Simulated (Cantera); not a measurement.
Input (Python, Cantera) and output of one run.

```python
import numpy as np
import cantera as ct

gas_names = """
    Cu CuF CuF2 CuO Cu2 F FO FO2 F2 F2O H HF HOF HO2 H2 H2F2 H2O H2O2 H3F3 H4F4 H5F5 H6F6 H7F7 O OH O2
    O3
""".split()
cond_names = """
    Cu(cr) Cu(L) CuF2(s) CuF2(L) CuO(s) CuO2H2(s) Cu2O(s) Cu2O(L) H2O(s) H2O(L)
""".split()


# ... load() reads the species with a 1 bar reference pressure and builds the phases ...
atoms = {
    'CuO': {'Cu': 1, 'O': 1},
    'HF': {'H': 1, 'F': 1},
    'H2': {'H': 2},
}
top_T = {'CuO(s)': 1390}  # K; cautious upper limits of use, not melting points


# ... equilibrate(T, P, feed) seeds the gas with the atoms and calls Mixture.equilibrate('TP', solver="vcs", rtol=1e-11, max_steps=5000) ...
results = []
feed = {'CuO': 1, 'HF': 1.3, 'H2': 3.7}  # mol
P = 10000  # Pa
for T in [848, 998, 1148, 1298, 1448, 1598, 1748, 1898]:
    mix = equilibrate(T, P, feed)
    results.append((T, P, feed, dict(zip(mix.species_names, mix.species_moles))))

top = {s: max(r[3][s] / sum(r[3][g] for g in gas_names) for r in results) for s in gas_names}
cols = sorted((s for s in top if top[s] > 1e-05), key=lambda s: -top[s])[:9]
seen = [c for c in cond_names if any(r[3].get(c, 0) > 1e-12 for r in results)]
print("log10 of partial pressures in bar; condensed amounts in mol")
print(f"{'T/K':>10s}" + "".join(f"{s[:9]:>10s}" for s in cols + seen))
for T, P, feed, n in results:
    ng = sum(n[g] for g in gas_names)
    print(f"{T:10.4g}" + "".join(f"{np.log10(max(n[s] / ng * P / 1e5, 1e-99)):10.3f}" for s in cols)
          + "".join(f"{n.get(c, 0):10.4g}" for c in seen))
```

Output:

```
log10 of partial pressures in bar; condensed amounts in mol
       T/K        H2        HF       H2O        Cu         H       CuF        OH       Cu2    Cu(cr)     Cu(L)
       848    -1.268    -1.585    -1.699   -13.934   -11.354   -12.637   -15.043   -21.024         1         0
       998    -1.268    -1.585    -1.699   -10.842    -9.301   -10.259   -12.394   -16.619         1         0
      1148    -1.268    -1.585    -1.699    -8.565    -7.779    -8.509   -10.434   -13.386         1         0
      1298    -1.268    -1.585    -1.699    -6.822    -6.604    -7.170    -8.923   -10.917         1         0
      1448    -1.268    -1.585    -1.699    -5.479    -5.669    -6.145    -7.724    -9.038         0    0.9998
      1598    -1.268    -1.585    -1.699    -4.413    -4.908    -5.338    -6.749    -7.564         0    0.9978
      1748    -1.269    -1.587    -1.700    -3.536    -4.276    -4.675    -5.941    -6.354         0    0.9843
      1898    -1.276    -1.594    -1.707    -2.801    -3.745    -4.123    -5.263    -5.345         0    0.9152
```

Method: chemical equilibrium by Gibbs-energy minimisation in Cantera with the NASA 1993 tables (ideal gas, pure condensed phases).
